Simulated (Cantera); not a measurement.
Input: 1 mol H2O, 0.016 mol SO2, 4.4 mol O2, held at 280 bar.

Method: chemical equilibrium by Gibbs-energy minimisation in Cantera with the NASA 1993 tables (ideal gas, pure condensed phases). Candidate condensed phases: H2O, H2SO4, S; 19 gas species. The ideal-gas law is rough above about 30 bar. Rates play no part.

log p: log10 of the partial pressure in bar; nothing condenses.

```csv
T (K),log p O2,log p H2O,log p H2SO4,log p SO3,log p SO2,log p OH
625,2.36,1.71,-0.08,-2.33,-6.85,<-9
725,2.36,1.71,-0.11,___,___,___
825,2.36,1.71,-0.24,-0.59,-3.11,-6.62
925,2.36,1.71,-0.54,-0.27,-2.12,-5.51
1025,2.36,1.71,-0.94,-0.17,-1.48,-4.62
1125,2.36,1.71,-1.33,-0.16,-1.03,-3.88
1225,2.36,1.71,-1.71,-0.21,-0.71,-3.26
1325,2.36,1.71,___,___,___,___
1425,2.36,1.71,-2.43,-0.42,-0.35,-2.29
```

### Question
Fill in the missing entries.

### Answer

- 1325, log p H2SO4: -2.08
- 1325, log p SO3: -0.30
- 1325, log p SO2: -0.49
- 1325, log p OH: -2.74
- 725, log p SO3: -1.27
- 725, log p SO2: -4.65
- 725, log p OH: -8.04
